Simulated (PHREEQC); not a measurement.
Consider water at 20 °C with 0.26 mol/kgw FeCl3, 0.0019 mol/kgw NiCl2 and 0.085 mol/kgw NaH2PO4. Closed to the air; pH follows from the charge balance.

The numbers come from PHREEQC with the ion-association model, wateq4f.dat.

Each row changes one thing in this solution. No solid was allowed to form.

```tsv
case	pH	ionic strength (mol/kgw)	Cl- (mol/kgw)	FeCl+2 (mol/kgw)	FeCl2+ (mol/kgw)	Fe+3 (mol/kgw)	SI of Halite (NaCl)	SI of Strengite (FePO4:2H2O)
as made	2.08	0.876	0.599	0.0959	0.0425	0.0249	-3.23	+3.70
temperature from 20 to 50 °C	1.92	0.893	0.616	0.124	0.0208	0.0137	-3.30	+3.78
FeCl3 from 0.26 to 0.052 mol/kgw	3.80	0.246	0.160	2.36e-5	5.19e-6	1.90e-5	-3.73	+7.11
NiCl2 from 0.0019 to 0.00209 mol/kgw	2.08	0.877	0.599	0.0959	0.0425	0.0248	-3.23	+3.70
FeCl3 from 0.26 to 0.234 mol/kgw	2.08	0.809	0.553	0.0806	0.0346	0.0224	-3.26	+3.71
diluted 2-fold with water	2.02	0.493	0.321	0.0425	0.0138	0.0191	-3.77	+3.36
NiCl2 left out	2.08	0.873	0.596	0.0959	0.0424	0.0249	-3.23	+3.69
0.004 mol/kgw Na2SO4 added	2.09	0.878	0.602	0.0941	0.0418	0.0243	-3.18	+3.72
NaH2PO4 from 0.085 to 0.0085 mol/kgw	1.94	0.830	0.528	0.139	0.0560	0.0405	-4.28	+2.42
```

The ionic strength passes 0.7 mol/kgw, the rough limit of the ion-association models, in as made; temperature from 20 to 50 °C; NiCl2 from 0.0019 to 0.00209 mol/kgw; FeCl3 from 0.26 to 0.234 mol/kgw; NiCl2 left out; 0.004 mol/kgw Na2SO4 added; NaH2PO4 from 0.085 to 0.0085 mol/kgw. Complexes and solids missing from the database can't appear. Some of these states are supersaturated (in Strengite, Hematite (slow to form), Fe(OH)3(a), for instance). H3PO4, which wateq4f.dat lacks, is added to it with the constant of phreeqc.dat. Constants without temperature data keep their 25 °C values here. The database has no phosphate complexes of Ni.
